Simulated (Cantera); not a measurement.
Feed: 1 mol SiH2Cl2, 17 mol O2, 33 mol H2, equilibrated at 0.133 bar.

These are equilibrium values from Cantera (NASA tables, ideal gas, pure condensed phases), not measurements of a reactor. Candidate condensed phases: H2O, Si, SiO2; 30 gas species. The tables hold silica as quartz up to 1696 K and as liquid above; real silica turns to tridymite and cristobalite and melts near 1996 K. Gases not in the tables: Si(OH)4. The numbers say what is thermodynamically allowed, not how fast it happens. All values below are at 1575 K.

Base state: H2O 0.914, HCl 0.0571, H2 0.0286, Cl 3.05e-5, OH 2.24e-5, H 1.92e-5 (mole fractions); condensed: SiO2(β-quartz).

What changes in the equilibrium state with this change: H2 from 33 to 19 mol?


```tsv
species	before	after
H2O	0.914	0.691
O2	1.86e-7	0.236
HCl	0.0571	0.0711
H2	0.0286	1.92e-5
Cl2	1.39e-8	3.22e-5
O	1.26e-8	1.42e-5
SiO2(β-quartz), mol	1.00	1.00
```
